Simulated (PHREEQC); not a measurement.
A solution holds 0.072 mol ZnCl2, 0.15 mol KCl, 0.005 mol NiCl2 and 0.23 mol MgSO4 per kg of water, at 52 °C. It is in equilibrium with CO2 at log p = -3.4 (atm). Otherwise closed; pH follows from the charge balance.

Model: ion-association model, wateq4f.dat, run in PHREEQC.

Q: The ionic strength comes out as 0.646 mol/kgw. What activity coefficients do HSO4-, Ni(SO4)2-2, NiCl+, SO4-2, Mg+2 get?

A: HSO4- 0.64, Ni(SO4)2-2 0.29, NiCl+ 0.73, SO4-2 0.17, Mg+2 0.27.

This is a speciation only: nothing precipitates in the calculation. Complexes and solids missing from the database can't appear. Away from 25 °C the constants follow the database's enthalpies or fits; those with neither stay at their 25 °C values.
